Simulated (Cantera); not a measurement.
## Equilibrium for silicon oxide and oxynitride deposition: Si₂H₆ + O₃ + N₂

Feed: 1 mol Si₂H₆, 0.32 mol O₃, 56 mol N₂.

These are equilibrium values from Cantera (NASA tables, ideal gas, pure condensed phases), not measurements of a reactor. Candidate condensed phases: H₂O, Si, SiO₂, Si₂N₂O, Si₃N₄; 35 gas species. The feed counts by its element totals alone. N₂ is the only nitrogen source here; it is nearly inert below about 1500 K, so the nitride shown seldom forms there in practice. Mutual solubility and eutectic melting of coexisting phases are not modelled. Equilibrium is a limit: real reactors are often held back by kinetics, nucleation or transport.

Stable condensed phases:

```
T in K \ P in Pa
              5     17     59    210    710   2400   8400  29000 100000
   1900       A      A      A      B      B      B      C      C      C
   1800       A      A      B      B      B      C      C      C      C
   1700       B      B      B      D      C      C      C      C      C
   1600       B      B      C      C      C      C      C      C      C
   1500       B      C      C      C      C      C      C      C      C
   1400       C      C      C      C      C      C      C      C      C
   1300       C      C      C      C      C      C      C      C      C
   1200       C      C      C      C      C      C      C      C      C
   1100       C      C      C      C      C      C      C      C      C
   1000       C      C      C      C      C      C      C      C      C
    900       C      C      C      C      C      C      C      C      C
    800       C      C      C      C      C      C      C      C      C
    700       C      C      C      C      C      C      C      C      C
    600       C      C      C      C      C      C      C      C      C
```

A: gas only; B: Si; C: Si₂N₂O + Si₃N₄; D: Si₃N₄.
